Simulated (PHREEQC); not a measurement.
**Spent oxide etchant**

Consider water at 25 °C with 1.5 mmol/kgw NH4HF2, 82.5 mmol/kgw (NH4)2SiF6, 0.032 mmol/kgw H3PO4 and 0.89 mmol/kgw H2SO4. Closed to the air; pH follows from the charge balance.

Computed with PHREEQC (ion-association model, phreeqc.dat).

Precipitation was switched off in this run.

### Question
Predict the pH, density, ionic strength.

### Answer
pH 2.86; density 1.005 g/cm³; ionic strength 0.251 mol/kgw.

### Question
In which forms is P present?

### Answer
H2PO4- 88 %, H3PO4 12 % of the P.

Saturation is exceeded, for instance for Quartz (slow to form), Chalcedony (slow to form); the values hold only as long as no solid forms. SiF6-2 is the database's only silicon fluoride.
